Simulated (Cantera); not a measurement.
## Nitride etching: Si3N4 + HF

Input: 1 mol Si3N4, a varied amount of HF, equilibrated at 950 K and 16.0 mbar.

Method: chemical equilibrium by Gibbs-energy minimisation in Cantera with the NASA 1993 tables (ideal gas, pure condensed phases). Candidate condensed phases: Si, Si3N4; 37 gas species. Rates play no part.

| n(HF) (mol) | x HF | x H2 | x SiF4 | x N2 | x SiHF3 | n Si3N4(s) |
|---|---|---|---|---|---|---|
| 3 | 0.000496 | 0.545 | 0.272 | 0.182 | 0.000273 | 0.750 |
| 4.1 | 0.000496 | 0.545 | 0.272 | 0.182 | 0.000273 | 0.658 |
| 5.5 | 0.000496 | 0.545 | 0.272 | 0.182 | 0.000273 | 0.542 |
| 7.5 | 0.000496 | 0.545 | 0.272 | 0.182 | 0.000273 | 0.375 |
| 10 | 0.000496 | 0.545 | 0.272 | 0.182 | 0.000273 | 0.167 |
| 14 | 0.154 | 0.462 | 0.231 | 0.154 | 6.30e-7 | 0 |
| 19 | 0.389 | 0.333 | 0.167 | 0.111 | 1.30e-7 | 0 |
| 25 | 0.542 | 0.250 | 0.125 | 0.0833 | 5.25e-8 | 0 |
| 34 | 0.667 | 0.182 | 0.0909 | 0.0606 | 2.26e-8 | 0 |
| 46 | 0.756 | 0.133 | 0.0667 | 0.0444 | 1.07e-8 | 0 |
x: gas mole fraction; n: condensed amount in mol.

From 3 mol HF to 10 mol HF the condensed part is Si3N4(s). From 14 mol HF to 46 mol HF nothing is condensed. The main Si-bearing gas is SiF4 throughout.
